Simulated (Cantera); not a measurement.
A perfectly stirred reactor is fed with 2.28 % CH₄, 95.1 % H₂, 2.66 % H, at 0.138 atm; it is held at 2450 K, and followed from long to short residence time.

Cantera simulation using GRI-Mech 3.0 (53 species, 325 reactions); the numbers are that mechanism's predictions, not measurements. GRI-Mech 3.0 stops at C3 and has no aromatics, soot or wall deposition, so with more carbon than oxygen in the feed, carbon stays in small species such as C2H2 where larger ones or solid carbon would form.

One state of this run: x CH₄ = 0.000341; x H₂ = 0.944; x H = 0.0449; x C₂H₆ = 3.09e-9; x CH₂ = 2.15e-5; x C₂H₄ = 1.83e-6; x C₂H = 3.27e-5. x: mole fraction; the columns are a selection and need not sum to one.

Q: Which value of τ (s) does it belong to?
A) 0.61
B) 0.030
C) 0.0015
D) 0.0068

A: B, 0.030
